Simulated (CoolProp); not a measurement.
Properties of diethyl ether along the isotherm 495.1 K (Tc = 467.9 K, pc = 37.17 bar, ω = 0.282).

Values from CoolProp's reference Helmholtz-energy equation of state, Thol 2014.

```json
[
 {"p (bar)": "1.55", "phase": "gas", "cp (kJ/(kg K))": "2.242", "cv (kJ/(kg K))": "2.123", "speed of sound (m/s)": "239.4", "isothermal compressibility (1/MPa)": "6.528", "expansivity (1/kK)": "2.105"},
 {"p (bar)": "3.1", "phase": "gas", "cp (kJ/(kg K))": "2.253", "cv (kJ/(kg K))": "2.127", "speed of sound (m/s)": "236.8", "isothermal compressibility (1/MPa)": "3.305", "expansivity (1/kK)": "2.197"},
 {"p (bar)": "4.65", "phase": "gas", "cp (kJ/(kg K))": "2.265", "cv (kJ/(kg K))": "2.131", "speed of sound (m/s)": "234.2", "isothermal compressibility (1/MPa)": "2.232", "expansivity (1/kK)": "2.296"},
 {"p (bar)": "6.2", "phase": "gas", "cp (kJ/(kg K))": "2.279", "cv (kJ/(kg K))": "2.135", "speed of sound (m/s)": "231.5", "isothermal compressibility (1/MPa)": "1.698", "expansivity (1/kK)": "2.402"},
 {"p (bar)": "7.74", "phase": "gas", "cp (kJ/(kg K))": "2.293", "cv (kJ/(kg K))": "2.140", "speed of sound (m/s)": "228.8", "isothermal compressibility (1/MPa)": "1.380", "expansivity (1/kK)": "2.516"},
 {"p (bar)": "9.29", "phase": "gas", "cp (kJ/(kg K))": "2.308", "cv (kJ/(kg K))": "2.144", "speed of sound (m/s)": "226.0", "isothermal compressibility (1/MPa)": "1.167", "expansivity (1/kK)": "2.639"},
 {"p (bar)": "10.8", "phase": "gas", "cp (kJ/(kg K))": "2.324", "cv (kJ/(kg K))": "2.149", "speed of sound (m/s)": "223.2", "isothermal compressibility (1/MPa)": "1.020", "expansivity (1/kK)": "2.769"},
 {"p (bar)": "12.4", "phase": "gas", "cp (kJ/(kg K))": "2.342", "cv (kJ/(kg K))": "2.154", "speed of sound (m/s)": "220.1", "isothermal compressibility (1/MPa)": "0.9044", "expansivity (1/kK)": "2.919"},
 {"p (bar)": "13.9", "phase": "gas", "cp (kJ/(kg K))": "2.361", "cv (kJ/(kg K))": "2.159", "speed of sound (m/s)": "217.2", "isothermal compressibility (1/MPa)": "0.8211", "expansivity (1/kK)": "3.072"},
 {"p (bar)": "15.5", "phase": "gas", "cp (kJ/(kg K))": "2.383", "cv (kJ/(kg K))": "2.165", "speed of sound (m/s)": "213.9", "isothermal compressibility (1/MPa)": "0.7512", "expansivity (1/kK)": "3.251"},
 {"p (bar)": "17", "phase": "gas", "cp (kJ/(kg K))": "2.405", "cv (kJ/(kg K))": "2.171", "speed of sound (m/s)": "210.8", "isothermal compressibility (1/MPa)": "0.6986", "expansivity (1/kK)": "3.434"},
 {"p (bar)": "18.6", "phase": "gas", "cp (kJ/(kg K))": "2.431", "cv (kJ/(kg K))": "2.177", "speed of sound (m/s)": "207.4", "isothermal compressibility (1/MPa)": "0.6530", "expansivity (1/kK)": "3.648"}
]
```
